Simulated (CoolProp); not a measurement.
Model: reference Helmholtz-energy equation of state, Akasaka 2015, in CoolProp.

### Question
Give the vapour pressure (MPa), vapour Z, liquid viscosity (µPa s), vapour viscosity (µPa s) of saturated R245fa at 298.8, 342.4, 356.9 K.

### Answer
| T (K) | p (MPa) | vapour Z | liquid viscosity (µPa s) | vapour viscosity (µPa s) |
|---|---|---|---|---|
| 298.8 | 0.152 | 0.944 | 392 | 11.9 |
| 342.4 | 0.597 | 0.856 | 238 | 13.8 |
| 356.9 | 0.866 | 0.813 | 201 | 14.5 |

Viscosity comes from a separate model (Bell 2016), an estimate that may be off by 10 % or more.
